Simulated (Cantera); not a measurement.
# Equilibrium for carbon deposition, reforming and gasification: CH₄ + H₂O + H₂ + O₂

Input: 1 mol CH₄, 4.1 mol H₂O, 5.6 mol H₂, 0.64 mol O₂, held at 975 K.

These are equilibrium values from Cantera (NASA tables, ideal gas, pure condensed phases), not measurements of a reactor. Candidate condensed phases: C, C₆H₆, C₇H₈, C₈H₁₈, H₂O; 110 gas species. The ideal-gas law is rough above about 30 bar. Rates play no part.

From 10.0 Pa to 100 bar nothing is condensed. The main C-bearing gas is CO at 10.0 Pa and CH₄ at 100 bar.

| P (Pa) | x H₂ | x H₂O | x CH₄ | x CO | x CO₂ |
|---|---|---|---|---|---|
| 10 | 0.612 | 0.310 | 2.43e-11 | 0.0435 | 0.0352 |
| 56 | 0.612 | 0.310 | 7.61e-10 | 0.0435 | 0.0352 |
| 320 | 0.612 | 0.310 | 2.49e-8 | 0.0435 | 0.0352 |
| 1800 | 0.612 | 0.310 | 7.86e-7 | 0.0435 | 0.0352 |
| 10000 | 0.612 | 0.310 | 2.43e-5 | 0.0435 | 0.0352 |
| 56000 | 0.610 | 0.311 | 0.000744 | 0.0430 | 0.0351 |
| 320000 | 0.580 | 0.339 | 0.0152 | 0.0341 | 0.0318 |
| 1800000 | 0.475 | 0.436 | 0.0629 | 0.0104 | 0.0153 |
| 10000000 | 0.411 | 0.496 | 0.0905 | 0.000857 | 0.00165 |
x: gas mole fraction; nothing condenses.
